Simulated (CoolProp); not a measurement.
o-xylene at 419.81 K and 0.0323 MPa is throttled through a valve to 0.00151 MPa with no heat exchange. Each further row changes one setting.

Model: reference Helmholtz-energy equation of state, Zhou 2012, in CoolProp.

| case | final density (kg/m³) |
|---|---|
| as stated | 0.0461 |
| outlet pressure 0.000453 MPa | 0.0138 |
| outlet pressure 0.00196 MPa | 0.0598 |
